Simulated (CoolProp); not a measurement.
Saturation properties of CHF3 (R23) (Tc = 299.3 K, pc = 4.832 MPa, ω = 0.263).

Values from CoolProp's reference Helmholtz-energy equation of state, Penoncello 2003.

```json
[
 {"T (K)": "158.1", "p (MPa)": "0.009340", "liquid density (kg/m³)": "1566", "vapour density (kg/m³)": "0.5023", "surface tension (mN/m)": "23.2", "liquid conductivity (mW/(m K))": "172"},
 {"T (K)": "161.9", "p (MPa)": "0.01302", "liquid density (kg/m³)": "1553", "vapour density (kg/m³)": "0.6855", "surface tension (mN/m)": "22.5", "liquid conductivity (mW/(m K))": "167"},
 {"T (K)": "165.6", "p (MPa)": "0.01770", "liquid density (kg/m³)": "1539", "vapour density (kg/m³)": "0.9130", "surface tension (mN/m)": "21.7", "liquid conductivity (mW/(m K))": "162"},
 {"T (K)": "169.4", "p (MPa)": "0.02386", "liquid density (kg/m³)": "1526", "vapour density (kg/m³)": "1.207", "surface tension (mN/m)": "21.0", "liquid conductivity (mW/(m K))": "157"},
 {"T (K)": "173.1", "p (MPa)": "0.03145", "liquid density (kg/m³)": "1513", "vapour density (kg/m³)": "1.562", "surface tension (mN/m)": "20.3", "liquid conductivity (mW/(m K))": "153"},
 {"T (K)": "176.9", "p (MPa)": "0.04119", "liquid density (kg/m³)": "1499", "vapour density (kg/m³)": "2.009", "surface tension (mN/m)": "19.6", "liquid conductivity (mW/(m K))": "149"},
 {"T (K)": "180.6", "p (MPa)": "0.05288", "liquid density (kg/m³)": "1485", "vapour density (kg/m³)": "2.537", "surface tension (mN/m)": "18.9", "liquid conductivity (mW/(m K))": "145"},
 {"T (K)": "184.3", "p (MPa)": "0.06711", "liquid density (kg/m³)": "1471", "vapour density (kg/m³)": "3.170", "surface tension (mN/m)": "18.2", "liquid conductivity (mW/(m K))": "141"},
 {"T (K)": "188.1", "p (MPa)": "0.08475", "liquid density (kg/m³)": "1457", "vapour density (kg/m³)": "3.944", "surface tension (mN/m)": "17.4", "liquid conductivity (mW/(m K))": "138"},
 {"T (K)": "191.8", "p (MPa)": "0.1053", "liquid density (kg/m³)": "1443", "vapour density (kg/m³)": "4.834", "surface tension (mN/m)": "16.7", "liquid conductivity (mW/(m K))": "134"},
 {"T (K)": "195.6", "p (MPa)": "0.1303", "liquid density (kg/m³)": "1428", "vapour density (kg/m³)": "5.905", "surface tension (mN/m)": "16.0", "liquid conductivity (mW/(m K))": "131"},
 {"T (K)": "199.3", "p (MPa)": "0.1589", "liquid density (kg/m³)": "1414", "vapour density (kg/m³)": "7.119", "surface tension (mN/m)": "15.3", "liquid conductivity (mW/(m K))": "128"},
 {"T (K)": "203", "p (MPa)": "0.1922", "liquid density (kg/m³)": "1399", "vapour density (kg/m³)": "8.521", "surface tension (mN/m)": "14.6", "liquid conductivity (mW/(m K))": "125"},
 {"T (K)": "206.8", "p (MPa)": "0.2319", "liquid density (kg/m³)": "1384", "vapour density (kg/m³)": "10.18", "surface tension (mN/m)": "13.9", "liquid conductivity (mW/(m K))": "122"},
 {"T (K)": "210.5", "p (MPa)": "0.2763", "liquid density (kg/m³)": "1369", "vapour density (kg/m³)": "12.02", "surface tension (mN/m)": "13.2", "liquid conductivity (mW/(m K))": "120"}
]
```

It boils at 191.1 K under 1 atm.

Thermal conductivity comes from a separate model (Shan 2000). Surface tension comes from a separate correlation (Mulero 2012).
